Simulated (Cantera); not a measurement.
Cantera run, input and output.

```python
import numpy as np
import cantera as ct

surf = ct.Interface("ptcombust.yaml", "Pt_surf")
gas = surf.adjacent["gas"]
gas.TPX = 300, 19000, {'CH4': 0.08, 'O2': 0.19, 'N2': 0.79}
jet = ct.ImpingingJet(gas=gas, width=0.051, surface=surf)
jet.inlet.mdot, jet.inlet.T, jet.inlet.X = 0.027, 300, {'CH4': 0.08, 'O2': 0.19, 'N2': 0.79}
jet.set_refine_criteria(ratio=10, slope=0.2, curve=0.3)
show, cover = ['CH4', 'O2', 'H2O', 'OH', 'CO', 'CO2'], ["PT(S)", "H(S)", "O(S)", "OH(S)", "CO(S)", "C(S)"]

rows = []
print(f"{'Ts/K':>7s}" + "".join(f"{s:>11s}" for s in show + cover) + "   (gas at the wall, coverages)")
for i, Ts in enumerate([950, 1000, 1050, 1100, 1150]):
    jet.surface.T = Ts
    if i == 0:
        surf.TP = Ts, 19000
        surf.coverages = "PT(S):0.5, O(S):0.5"
        surf.advance_coverages(1.0)
        jet.set_initial_guess(products="inlet")
    jet.solve(loglevel=0, auto=(i == 0))
    rows.append([*(jet.X[gas.species_index(s), -1] for s in show), *surf[cover].coverages])
    print(f"{Ts:7g}" + "".join(f"{x:11.3e}" for x in rows[-1]))
```

Result:

```
   Ts/K        CH4         O2        H2O         OH         CO        CO2      PT(S)       H(S)       O(S)      OH(S)      CO(S)       C(S)   (gas at the wall, coverages)
    950  1.999e-02  6.032e-02  1.034e-01  1.205e-07  1.039e-05  6.906e-02  2.604e-01  4.701e-07  7.362e-01  3.327e-03  1.822e-05  8.717e-08
   1000  1.228e-02  4.414e-02  1.173e-01  3.131e-07  8.955e-06  7.860e-02  3.454e-01  1.054e-06  6.514e-01  3.193e-03  1.215e-05  7.589e-08
   1050  8.304e-03  3.588e-02  1.243e-01  7.223e-07  8.273e-06  8.346e-02  4.262e-01  2.010e-06  5.709e-01  2.892e-03  8.126e-06  6.466e-08
   1100  6.079e-03  3.137e-02  1.281e-01  1.524e-06  8.149e-06  8.609e-02  5.014e-01  3.461e-06  4.961e-01  2.547e-03  5.627e-06  5.577e-08
   1150  4.731e-03  2.878e-02  1.302e-01  2.987e-06  8.453e-06  8.755e-02  5.705e-01  5.552e-06  4.273e-01  2.209e-03  4.064e-06  4.920e-08
```

Cantera simulation using Deutschmann's 1995 Pt surface mechanism with GRI-Mech 3.0 gas chemistry; the numbers are that mechanism's predictions, not measurements. Catalytic surfaces can have several steady states; this one follows from the mechanism file's or the stated starting coverage.
